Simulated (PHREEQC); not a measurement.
Consider water at 25 °C with 0.054 mol HF, 0.0001 mol (NH4)2SiF6 and 0.012 mol H2SO4 per kg of water. Closed to the air; pH follows from the charge balance.

All values are PHREEQC results (ion-association model, wateq4f.dat), not measurements.

The ionic strength comes out as 0.0260 mol/kgw. What activity coefficients do SO4-2, NH4+, NH4SO4-, HSO4-, F- get?

SO4-2 0.55, NH4+ 0.86, NH4SO4- 0.86, HSO4- 0.86, F- 0.85.

Precipitation was switched off in this run. wateq4f.dat counts part of the HF as a dimer, H2F2, which phreeqc.dat doesn't know; its constant is uncertain. SiF6-2 is the database's only silicon fluoride.
